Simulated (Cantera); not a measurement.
Input: 1 mol SiCl4, 2.9 mol H2, at 850 K and 0.590 bar.

Cantera equilibrium calculation (NASA polynomials, part measured and part estimated; ideal gas, pure solids and liquids). Candidate condensed phases: Si; 19 gas species. The tables' values for SiCl3 are old estimates; treat these amounts as uncertain. Kinetics and transport are ignored.

Base state: H2 0.726, SiCl4 0.239, HCl 0.0171, SiHCl3 0.0169, SiH2Cl2 0.000104, SiCl3 4.61e-5 (mole fractions); condensed: gas only.

**Question.** What changes in the equilibrium state with this change: SiCl4 replaced by Si?

**Answer.** 
```csv
species,before,after
H2,0.726,1.00
SiCl4,0.239,0
HCl,0.0171,0
SiHCl3,0.0169,0
SiH2Cl2,0.000104,0
SiCl3,4.61e-5,0
"Si(s), mol",0,1.00
```
